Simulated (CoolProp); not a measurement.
200 sccm (0 °C, 1 atm) of nitrogen bubbles through liquid methanol at 298.9 K and leaves saturated at a total pressure of 0.15 MPa (ideal gas phase). Each further row changes one setting.

The numbers come from the reference Helmholtz-energy equation of state, de Reuck 1993 in CoolProp.

| case | vapour pressure (kPa) | mole fraction of vapour | delivery (mg/min) | delivery (sccm) | change of delivery for a bath 1 K warmer (%) |
|---|---|---|---|---|---|
| as stated | 17.7 | 0.118 | 38.1 | 26.7 | 6.0 |
| bath temperature 303.9 K | 22.8 | 0.152 | 51.1 | 35.8 | 6.1 |
| total pressure 0.3 MPa | 17.7 | 0.0588 | 17.9 | 12.5 | 5.6 |
